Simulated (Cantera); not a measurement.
Input: 1 mol SO2, 0.1 mol H2, at 1600 K.

Method: chemical equilibrium by Gibbs-energy minimisation in Cantera with the NASA 1993 tables (ideal gas, pure condensed phases). Candidate condensed phases: H2O, H2SO4, S; 19 gas species. The numbers say what is thermodynamically allowed, not how fast it happens.

At 1500000 Pa, list the 4 most abundant gas species with their mole fractions, and the condensed phases.

SO2 0.882, H2O 0.0904, S2 0.0179, S2O 0.00442. Condensed: gas only.
